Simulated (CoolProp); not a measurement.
R1233zd(E) along the isotherm 172.05 °C: Z from the reference equation and from simpler models built on Tc = 165.7 °C, pc = 35.83 bar, ω = 0.304; each cubic takes its own stable root.

Values from CoolProp's reference Helmholtz-energy equation of state, Akasaka 2022.

```tsv
p (bar)	phase	reference
0.566	gas	0.9946
0.831	gas	0.9921
1.22	gas	0.9884
1.79	gas	0.9829
2.63	gas	0.9748
3.86	gas	0.9627
5.66	gas	0.9447
8.31	gas	0.9173
12.2	gas	0.8753
17.9	gas	0.8084
26.3	gas	0.6921
38.6	supercritical	0.3728
56.6	supercritical	0.2577
83.1	supercritical	0.3422
122	supercritical	0.4681
179	supercritical	0.6465
```

Task: How far does each simpler model (van der Waals, Redlich-Kwong) lie from the reference over these 16 states: mean and median of the absolute difference, and the worst?

Result: 
- van der Waals: mean 11.5 %, median 1.7 %, worst +42.1 % at 172.05 °C and 56.6 bar
- Redlich-Kwong: mean 3.9 %, median 0.4 %, worst +19.6 % at 172.05 °C and 56.6 bar
